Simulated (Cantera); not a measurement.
A closed system holds: 1 mol C2H6, 0.12 mol CO2, 2 mol N2, 54 mol H2, equilibrated at 0.00260 bar.

These are equilibrium values from Cantera (NASA tables, ideal gas, pure condensed phases), not measurements of a reactor. Candidate condensed phases: C, C6H6, C7H8, C8H18, H2O; 136 gas species. Equilibrium is a limit: real reactors are often held back by kinetics, nucleation or transport.

Which condensed phases are stable at each of these points (T (K)): 550, 600, 650, 700, 750, 800, 850, 900, 950, 1000, 1050, 1100, 1150?


```csv
T (K),condensed phases,C condensed (%)
550,gas only,0.0
600,gas only,0.0
650,gas only,0.0
700,C(graphite),40.8
750,C(graphite),69.8
800,C(graphite),80.4
850,C(graphite),84.7
900,C(graphite),86.7
950,C(graphite),87.6
1000,C(graphite),88.0
1050,C(graphite),88.3
1100,C(graphite),88.4
1150,C(graphite),88.5
```

From 550 K to 650 K nothing is condensed. From 700 K to 1150 K the condensed part is C(graphite).
